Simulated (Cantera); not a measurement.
Input (Python, Cantera) and output of one run.

```python
import numpy as np
import cantera as ct

gas_names = [...]  # 47 gases of nasa_gas.yaml made of Cl, H, N, O, Si
cond_names = """
    H2O(s) H2O(L) NH4CL(a) NH4CL(b) Si(cr) Si(L) SiO2(Lqz) SiO2(hqz) SiO2(L) Si2N2O(s) Si3N4(a)
""".split()


# ... load() reads the species with a 1 bar reference pressure and builds the phases ...
atoms = {
    'SiH2Cl2': {'Si': 1, 'H': 2, 'CL': 2},
    'N2O': {'N': 2, 'O': 1},
}
top_T = {'Si2N2O(s)': 2100, 'Si3N4(a)': 2400}  # K; cautious upper limits of use, not melting points


# ... equilibrate(T, P, feed) seeds the gas with the atoms and calls Mixture.equilibrate('TP', solver="vcs", rtol=1e-11, max_steps=5000) ...
results = []
T = 750  # K
P = 8.6  # Pa
for m in [0.43, 0.62, 0.89, 1.3, 1.9, 2.7, 3.8, 5.5]:
    feed = {'SiH2Cl2': 1, 'N2O': m}  # mol
    mix = equilibrate(T, P, feed)
    results.append((T, P, feed, dict(zip(mix.species_names, mix.species_moles))))

top = {s: max(r[3][s] / sum(r[3][g] for g in gas_names) for r in results) for s in gas_names}
cols = sorted((s for s in top if top[s] > 0.0001), key=lambda s: -top[s])[:8]
seen = [c for c in cond_names if any(r[3].get(c, 0) > 1e-12 for r in results)]
print("log10 of partial pressures in bar; condensed amounts in mol")
print(f"{'n(N2O)':>10s}" + "".join(f"{s[:9]:>10s}" for s in cols + seen))
for T, P, feed, n in results:
    ng = sum(n[g] for g in gas_names)
    print(f"{feed['N2O']:10.4g}" + "".join(f"{np.log10(max(n[s] / ng * P / 1e5, 1e-99)):10.3f}" for s in cols)
          + "".join(f"{n.get(c, 0):10.4g}" for c in seen))
```

It prints:

```
log10 of partial pressures in bar; condensed amounts in mol
    n(N2O)       HCL        N2        O2        H2     SiCL4       H2O       CL2 SiO2(Lqz) Si2N2O(s)
      0.43    -4.177    -9.276   -44.057    -4.888    -5.189   -12.559   -17.269  5.73e-06      0.43
      0.62    -4.118    -5.154   -41.309    -5.726    -6.027   -12.023   -16.314   0.08784    0.4443
      0.89    -4.181    -4.740   -41.033    -5.902    -6.203   -12.061   -16.264    0.2661    0.3578
       1.3    -4.264    -4.519   -40.886    -6.061    -6.362   -12.147   -16.271    0.5385     0.223
       1.9    -4.363    -4.379   -40.793    -6.224    -6.526   -12.263   -16.306    0.9378   0.02441
       2.7    -4.532    -4.331    -5.323   -17.282   -20.556    -5.586    -5.586         1         0
       3.8    -4.670    -4.306    -4.977   -17.506   -21.005    -5.637    -5.637         1         0
       5.5    -4.819    -4.287    -4.809   -17.697   -21.387    -5.744    -5.744         1         0
```

Cantera equilibrium calculation (NASA polynomials, part measured and part estimated; ideal gas, pure solids and liquids).
